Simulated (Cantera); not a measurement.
Input: 1 mol Si3N4, 0.019 mol O2, 25 mol H2, held at 23.0 mbar.

Method: chemical equilibrium by Gibbs-energy minimisation in Cantera with the NASA 1993 tables (ideal gas, pure condensed phases). Candidate condensed phases: H2O, Si, SiO2, Si2N2O, Si3N4; 35 gas species. Mutual solubility and eutectic melting of coexisting phases are not modelled. Gases not in the tables: Si2H6 and higher silanes. Rates play no part.

Which condensed phases are stable at each of these points (T (°C)): 1002, 1077, 1152, 1227, 1302, 1377, 1452, 1527, 1602, 1677?


| T (°C) | condensed phases | Si condensed (%) |
|---|---|---|
| 1002 | Si2N2O(s) + Si3N4(s) | 100.0 |
| 1077 | Si2N2O(s) + Si3N4(s) | 100.0 |
| 1152 | Si2N2O(s) + Si3N4(s) | 100.0 |
| 1227 | Si(s) + Si2N2O(s) + Si3N4(s) | 100.0 |
| 1302 | Si(s) + Si2N2O(s) + Si3N4(s) | 99.8 |
| 1377 | Si(s) + Si2N2O(s) + Si3N4(s) | 99.1 |
| 1452 | Si(l) | 98.7 |
| 1527 | Si(l) | 98.6 |
| 1602 | Si(l) | 98.3 |
| 1677 | Si(l) | 97.6 |

From 1002 °C to 1152 °C the condensed part is Si2N2O(s) + Si3N4(s). From 1227 °C to 1377 °C the condensed part is Si(s) + Si2N2O(s) + Si3N4(s). From 1452 °C to 1677 °C the condensed part is Si(l).
